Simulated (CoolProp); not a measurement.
Vapour-liquid equilibrium of propylene (1) + n-heptane (2) at 0.469 bar; x and y are mole fractions of (1).

Computed with CoolProp (multi-fluid Helmholtz-energy mixture model, Lemmon 2013 and Span 2003; pair parameters Bell 2016).

**Question.** Give the bubble temperature and the first vapour's composition at x = 0.35, 0.425, 0.95. Is there an azeotrope?

**Answer.** x = 0.35: -48.0 °C, y = 0.999; x = 0.425: -51.8 °C, y = 1.000; x = 0.95: -62.3 °C, y = 1.000. No azeotrope shows between x = 0.05 and 0.95.

The pair parameters rest on a limited set of measurements; away from them the model extrapolates. The gap from Raoult's law changes sign with composition, which may be real or a fault of the pair parameters; it wasn't checked against measurements.
